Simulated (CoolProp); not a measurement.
The fluid at 375.62 K and 2.36 MPa flows at 13 m/s in a round tube of 50 mm bore and 45 µm roughness, fully developed (64/Re and Nu = 3.66 if laminar; Colebrook and Gnielinski if turbulent). The same conditions are run with several fluids, on thermodynamics alone (safety and materials aside).

Model: reference Helmholtz-energy equation of state of each fluid (sulfur hexafluoride: Guder 2009; R22: Kamei 1995; propane: Lemmon 2009; methane: Setzmann 1991), in CoolProp.

```json
[
 {"fluid": "sulfur hexafluoride", "Reynolds number": "4110000", "Darcy friction factor": "0.0192", "pressure drop (Pa/m)": "4110", "heat-transfer coefficient (W/(m² K))": "3610", "mass flow (kg/h)": "11600"},
 {"fluid": "R22", "Reynolds number": "2900000", "Darcy friction factor": "0.0193", "pressure drop (Pa/m)": "2580", "heat-transfer coefficient (W/(m² K))": "2380", "mass flow (kg/h)": "7270"},
 {"fluid": "propane", "Reynolds number": "2490000", "Darcy friction factor": "0.0193", "pressure drop (Pa/m)": "1370", "heat-transfer coefficient (W/(m² K))": "3380", "mass flow (kg/h)": "3870"},
 {"fluid": "methane", "Reynolds number": "577000", "Darcy friction factor": "0.0197", "pressure drop (Pa/m)": "410", "heat-transfer coefficient (W/(m² K))": "1120", "mass flow (kg/h)": "1130"}
]
```

Transport values come from each fluid's own correlations; those of R22 are estimates that may be off by 10 % or more.
